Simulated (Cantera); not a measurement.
Feed: 1 mol SiO2, 0.75 mol C, 4.1 mol H2, 0.59 mol CH4, held at 2575 K and 0.100 bar.

These are equilibrium values from Cantera (NASA tables, ideal gas, pure condensed phases), not measurements of a reactor. Candidate condensed phases: C, C6H6, C7H8, C8H18, H2O, Si, SiC, SiO2; 123 gas species. Gases not in the tables: Si2H6 and higher silanes. Rates play no part.

What is the equilibrium state?


- x(H2) = 0.621
- x(CO) = 0.168
- x(H) = 0.0863
- x(SiO) = 0.0843
- x(Si) = 0.0365
- x(SiH) = 0.00215
- x(Si2C) = 0.000802
- x(Si2) = 0.000484
- x(SiH2) = 0.000368
- gas amount = 7.931 mol
- log10 activity of Si(l) (absent) = -0.35
- log10 activity of C(graphite) (absent) = -1.09
